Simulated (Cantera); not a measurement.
Charge: 1 mol Ti(OiPr)4, 0.32 mol O2, held at 1550 K and 79.0 Pa.

Method: chemical equilibrium by Gibbs-energy minimisation in Cantera with the NASA 1993 tables (ideal gas, pure condensed phases). Candidate condensed phases: C, C6H6, C7H8, C8H18, H2O, Ti, TiC, TiO, TiO2, Ti2O3, Ti3O5, Ti4O7; 113 gas species. The feed counts by its element totals alone. TiC: taken at fixed stoichiometry. Kinetics and transport are ignored.

Base state: H2 0.750, CO 0.249, H 0.000971, C2H2 (acetylene) 1.20e-5 (mole fractions); condensed: C(graphite) + TiC(s).

What changes in the equilibrium state with this change: Ti(OiPr)4 replaced by TiCl4?


```csv
species,before,after
Cl,0,0.598
TiCl4,0,0.350
Cl2,0,0.0431
H2,0.750,0
CO,0.249,0
TiCl3,0,0.00826
H,0.000971,0
"C(graphite), mol",6.36,0
"TiC(s), mol",1.00,0
"TiO2(rutile), mol",0,0.319
```
Further candidate phases: TiCl2, TiCl3, TiCl4.

What changes in the equilibrium state with this change: temperature from 1550 K to 1798 K?


```csv
species,before,after
H2,0.750,0.742
CO,0.249,0.248
H,0.000971,0.0108
C2H2 (acetylene),1.20e-5,0.000128
"C(graphite), mol",6.36,6.36
"TiC(s), mol",1.00,1.00
```

What changes in the equilibrium state with this change: temperature from 1550 K to 1800 K?


| species | before | after |
|---|---|---|
| H2 | 0.750 | 0.741 |
| CO | 0.249 | 0.248 |
| H | 0.000971 | 0.0110 |
| C2H2 (acetylene) | 1.20e-5 | 0.000130 |
| C(graphite), mol | 6.36 | 6.36 |
| TiC(s), mol | 1.00 | 1.00 |
